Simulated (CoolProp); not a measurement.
A single-stage vapour-compression cycle with ethane: evaporating at 231.15 K (dew point), condensing at 288.15 K (bubble point), superheat 0 K, subcooling 8 K, compressor efficiency 0.6, no pressure losses. Each further row changes one setting.

Model: reference Helmholtz-energy equation of state, Bücker 2006, in CoolProp.

| case | cooling COP | pressure ratio | discharge temperature (K) | refrigerating effect (kJ/kg) | volumetric capacity (kJ/m³) |
|---|---|---|---|---|---|
| as stated | 1.70 | 4.64 | 340.8 | 263 | 3460 |
| evaporating temperature 236.15 K | 1.95 | 3.94 | 334.7 | 267 | 4120 |
| condensing temperature 283.15 K | 1.96 | 4.15 | 332.4 | 280 | 3690 |
| subcooling 13 K | 1.81 | 4.64 | 340.8 | 281 | 3700 |
| superheat 10 K | 1.69 | 4.64 | 353.0 | 281 | 3470 |
| compressor efficiency 0.5 | 1.41 | 4.64 | 353.9 | 263 | 3460 |
